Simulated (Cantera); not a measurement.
Mixture: CH4 : CO : O2 : N2 : H2O = 1 : 0.35 : 1.98 : 7.43 : 1.2 (molar parts), at 5.00 bar, adiabatic and at constant pressure. Ignition delay is the time to a rise of 400 K.

Detailed kinetics in Cantera: GRI-Mech 3.0 (53 species, 325 reactions).

Task: At T0 = 1450 K, what is the delay, and which 8 reactions control it most (d ln τ / d ln k, from doubling and halving each rate constant)?

Result: The delay is 0.783 ms.
| reaction | d ln τ / d ln k | faster rate |
|---|---|---|
| 2 CH3 (+M) <=> C2H6 (+M) | 0.51 | lengthens it |
| CH3 + O2 <=> CH3O + O | -0.48 | shortens it |
| H + O2 <=> O + OH | -0.34 | shortens it |
| CH3 + O2 <=> CH2O + OH | -0.28 | shortens it |
| CH4 + H <=> CH3 + H2 | 0.27 | lengthens it |
| CH3 + HO2 <=> CH3O + OH | -0.25 | shortens it |
| CH2O + O2 <=> HCO + HO2 | -0.20 | shortens it |
| CH4 + OH <=> CH3 + H2O | 0.14 | lengthens it |
